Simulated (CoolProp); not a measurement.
Vapour-liquid equilibrium of ethane (1) + C2F6 (R116) (2) at -13.95 °C; x and y are mole fractions of (1).

Computed with CoolProp (multi-fluid Helmholtz-energy mixture model, Bücker 2006 and Lemmon 2006; pair parameters Bell 2016).

Problem. Give the bubble pressure and the first vapour's composition at x = 0.35, 0.875, 0.95. Is there an azeotrope?

Solution. x = 0.35: 1853 kPa, y = 0.465; x = 0.875: 1915 kPa, y = 0.814; x = 0.95: 1798 kPa, y = 0.907. y crosses x between x = 0.65 and 0.725: the model has an azeotrope there.

The pair parameters rest on a limited set of measurements; away from them the model extrapolates.
